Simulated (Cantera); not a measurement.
Standard-state values (1 bar) from the NASA 1993 polynomials, evaluated with Cantera. Values are per mole of reaction as written; species without (g) are pure solids or liquids, kept so even where they would boil at 1 bar.

N₂(g) + Nb₂O₅ = 2 NbO₂ + N₂O(g)

| T (K) | ΔH° (kJ) | ΔS° (J/K) | ΔG° (kJ) | log10 K | condensed phases |
|---|---|---|---|---|---|
| 1323 | [?] | [?] | [?] | [?] | Nb₂O₅(s), NbO₂(s) |
| 1523 | 410.1 | 16.3 | 385.3 | -13.21 | Nb₂O₅(s), NbO₂(s) |
| 1723 | [?] | [?] | [?] | [?] | Nb₂O₅(s), NbO₂(s) |
| 1923 | [?] | [?] | [?] | [?] | Nb₂O₅(l), NbO₂(s) |
| 2123 | [?] | [?] | [?] | [?] | Nb₂O₅(l), NbO₂(s) |
| 2323 | 468.0 | 31.9 | 394.0 | -8.86 | Nb₂O₅(l), NbO₂(l) |

### Question
What belongs in the gaps?

### Answer

- 1323, ΔH° (kJ): 408.3
- 1323, ΔS° (J/K): 15.0
- 1323, ΔG° (kJ): 388.4
- 1323, log10 K: -15.34
- 1723, ΔH° (kJ): 411.7
- 1723, ΔS° (J/K): 17.3
- 1723, ΔG° (kJ): 381.9
- 1723, log10 K: -11.58
- 1923, ΔH° (kJ): 300.9
- 1923, ΔS° (J/K): -44.7
- 1923, ΔG° (kJ): 386.8
- 1923, log10 K: -10.51
- 2123, ΔH° (kJ): 290.7
- 2123, ΔS° (J/K): -49.7
- 2123, ΔG° (kJ): 396.2
- 2123, log10 K: -9.75
